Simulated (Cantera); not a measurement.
Input (Python, Cantera) and output of one run.

```python
import numpy as np
import cantera as ct

gas_names = """
    CL CL2 H HCL H2 N NH NH2 NH3 N2 N2H2 N2H4 Si SiCL SiCL2 SiCL3 SiCL4 SiH SiHCL3 SiH2 SiH2CL2 SiH3
    SiH3CL SiH4 SiN Si2 Si2N Si3
""".split()
cond_names = """
    NH4CL(a) NH4CL(b) Si(cr) Si(L) Si3N4(a)
""".split()


# ... load() reads the species with a 1 bar reference pressure and builds the phases ...
atoms = {
    'Si2Cl6': {'Si': 2, 'CL': 6},
    'NH3': {'N': 1, 'H': 3},
    'H2': {'H': 2},
}
top_T = {'Si3N4(a)': 2400}  # K; cautious upper limits of use, not melting points


# ... equilibrate(T, P, feed) seeds the gas with the atoms and calls Mixture.equilibrate('TP', solver="vcs", rtol=1e-11, max_steps=5000) ...
results = []
feed = {'Si2Cl6': 1, 'NH3': 0.29, 'H2': 17}  # mol
T = 1523.15  # K
P = 10000  # Pa
mix = equilibrate(T, P, feed)
results.append((T, P, feed, dict(zip(mix.species_names, mix.species_moles))))
print(gas.report(threshold=1e-06))
for i in range(1, mix.n_phases):
    print(f"{mix.phase(i).name:16s} {mix.phase_moles(i):12.5e} mol")
```

Output:

```
       temperature   1523.2 K
          pressure   10000 Pa
           density   0.011374 kg/m^3
  mean mol. weight   14.404 kg/kmol
   phase of matter   gas

                          1 kg             1 kmol
                     ---------------   ---------------
          enthalpy         8.555e+05        1.2323e+07  J
   internal energy            -23714       -3.4158e+05  J
           entropy             15797        2.2754e+05  J/K
    Gibbs function       -2.3206e+07       -3.3426e+08  J
 heat capacity c_p            2427.6             34967  J/K
 heat capacity c_v            1850.3             26652  J/K

                      mass frac. Y      mole frac. X     chem. pot. / RT
                     ---------------   ---------------   ---------------
                CL          2.08e-05        8.4515e-06           -26.505
                 H        4.5636e-06        6.5212e-05           -10.591
               HCL           0.32433           0.12814           -37.095
                H2           0.11104           0.79335           -21.182
                N2         0.0014437        0.00074228           -35.568
              SiCL        2.1816e-05        4.9458e-06           -31.128
             SiCL2           0.46483           0.06764           -57.633
             SiCL3           0.06178         0.0066194           -84.137
             SiCL4           0.02281         0.0019339           -110.64
            SiHCL3          0.012643         0.0013446           -94.728
              SiH2        3.3307e-06        1.5938e-06           -25.805
           SiH2CL2          0.001055        0.00015045           -78.814
            SiH3CL        2.2933e-05        4.9628e-06             -62.9
     [  +15 minor]        9.6952e-07        5.1793e-07

Si(cr)            2.26729e-01 mol
Si3N4(a)          6.49601e-02 mol
```

These are equilibrium values from Cantera (NASA tables, ideal gas, pure condensed phases), not measurements of a reactor. The feed counts by its element totals alone. Mutual solubility and eutectic melting of coexisting phases are not modelled. The tables' values for SiCl3 are old estimates; treat these amounts as uncertain.
